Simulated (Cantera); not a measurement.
An adiabatic, constant-pressure homogeneous reactor starts with CH₃OH : O₂ : N₂ = 1 : 0.833 : 3.13 (molar parts), at 1250 K and 1.00 bar.

Detailed kinetics in Cantera: GRI-Mech 3.0 (53 species, 325 reactions). GRI-Mech 3.0 was tuned for natural gas; its chemistry of methanol as a main component is partial and can be far from experiment.

One state of this run: T (K) = 2482; x CH₃OH = <1e-12; x O₂ = 0.000158; x H₂O₂ = 1.90e-8; x H₂ = 0.0970; x H₂O = 0.222. x: mole fraction; the columns are a selection and need not sum to one.

**Question.** Which value of t (s) does it belong to?
A. 3.41e-5
B. 0.00993
C. 0.00240
D. 2.00e-6

**Answer.** B, 0.00993
